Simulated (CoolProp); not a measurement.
Vapour-liquid equilibrium of neopentane (1) + n-pentane (2) at 374.7 K; x and y are mole fractions of (1).

Computed with CoolProp (multi-fluid Helmholtz-energy mixture model, Lemmon 2006 and Thol 2019; pair parameters Bell 2016).

Task: Give the bubble pressure and the first vapour's composition at x = 0.5, 0.65, 0.8. Is there an azeotrope?

Result: x = 0.5: 0.8775 MPa, y = 0.619; x = 0.65: 0.9585 MPa, y = 0.748; x = 0.8: 1.041 MPa, y = 0.863. No azeotrope shows between x = 0.05 and 0.95.

The pair parameters rest on a limited set of measurements; away from them the model extrapolates.
